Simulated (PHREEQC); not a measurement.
Consider water at 20 °C with 0.04 mol/kgw NaH2PO4, 0.0031 mol/kgw NaOH and 0.024 mol/kgw KBr. Closed to the air; pH follows from the charge balance.

Equilibrium calculation in PHREEQC: ion-association model, phreeqc.dat.

```json
{
 "pH": "5.84",
 "ionic_strength": "0.0699 mol/kgw",
 "specific_conductance": "5430 µS/cm",
 "density": "1.004 g/cm³",
 "total_alkalinity": "3.10 meq/kg"
}
```

```csv
species,molality,activity,log γ
Na+,0.0430,0.0347,-0.093
H2PO4-,0.0369,0.0299,-0.091
Br-,0.0240,0.0188,-0.106
K+,0.0239,0.0190,-0.102
HPO4-2,0.00295,0.00125,-0.373
NaHPO4-,0.000104,8.44e-5,-0.091
KHPO4-,5.69e-5,4.61e-5,-0.091
H3PO4,5.90e-6,5.99e-6,0.007
H+,1.72e-6,1.45e-6,-0.075
```

This is a speciation only: nothing precipitates in the calculation. Complexes and solids missing from the database can't appear.
